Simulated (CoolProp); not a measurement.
The fluid at 333.63 K and 5.27 MPa is throttled through a valve to 0.932 MPa with no heat exchange. The same conditions are run with several fluids, on thermodynamics alone (safety and materials aside).

Computed with CoolProp (reference Helmholtz-energy equation of state of each fluid (sulfur dioxide: Gao 2016; isohexane: Lemmon 2006; R113: Marx 1992; o-xylene: Zhou 2012; R152A: Outcalt 1996)).

```csv
fluid,temperature change (K),final phase,final density (kg/m³)
sulfur dioxide,-6.8,"two-phase, vapour fraction 0.032",492
isohexane,+1.4,liquid,615
R113,+1.4,liquid,1480
o-xylene,+1.8,liquid,845
R152A,-19.6,"two-phase, vapour fraction 0.142",170
```
